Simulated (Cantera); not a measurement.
Adiabatic ignition

An adiabatic, constant-pressure homogeneous reactor starts with CH₄ : O₂ : N₂ = 1 : 2.41 : 9.06 (molar parts), at 1375 K and 10.0 bar.

Model: GRI-Mech 3.0 (53 species, 325 reactions), integrated in Cantera.

| t (s) | T (K) | x CH₄ | x O₂ | x C₂H₆ | x O | x HCO |
|---|---|---|---|---|---|---|
| 5.00e-6 | 1375 | 0.0802 | 0.193 | 5.78e-10 | 7.76e-10 | <1e-12 |
| 1.27e-5 | 1375 | 0.0802 | 0.193 | 1.36e-8 | 2.21e-9 | 1.92e-12 |
| 3.22e-5 | 1375 | 0.0802 | 0.193 | 4.74e-7 | 8.53e-9 | 2.47e-11 |
| 8.16e-5 | 1375 | 0.0801 | 0.193 | 1.45e-5 | 2.72e-8 | 3.83e-10 |
| 0.000207 | 1378 | 0.0795 | 0.193 | 0.000127 | 5.55e-8 | 3.16e-9 |
| 0.000525 | 1424 | 0.0715 | 0.186 | 0.00125 | 7.81e-7 | 1.93e-7 |
| 0.00133 | 2744 | <1e-12 | 0.0326 | <1e-12 | 0.00249 | 2.01e-8 |
| 0.00338 | 2740 | <1e-12 | 0.0314 | <1e-12 | 0.00240 | 1.99e-8 |
| 0.00857 | 2740 | <1e-12 | 0.0314 | <1e-12 | 0.00240 | 1.99e-8 |
| 0.0217 | 2740 | <1e-12 | 0.0314 | <1e-12 | 0.00240 | 1.99e-8 |
| 0.0551 | 2740 | <1e-12 | 0.0314 | <1e-12 | 0.00240 | 1.99e-8 |
| 0.140 | 2740 | <1e-12 | 0.0314 | <1e-12 | 0.00240 | 1.99e-8 |
| 0.355 | 2740 | <1e-12 | 0.0314 | <1e-12 | 0.00240 | 1.99e-8 |
| 0.900 | 2740 | <1e-12 | 0.0314 | <1e-12 | 0.00240 | 1.99e-8 |
x: mole fraction; the columns are a selection and need not sum to one.

time of steepest temperature rise: 0.601 ms
temperature at 0.900 s: 2740 K
equilibrium temperature: 2740 K
x(CH₄) at 0.900 s: <1e-12 (gas-phase equilibrium <1e-12)
x(O₂) at 0.900 s: 0.0314 (gas-phase equilibrium 0.0314)
x(C₂H₆) at 0.900 s: <1e-12 (gas-phase equilibrium <1e-12)
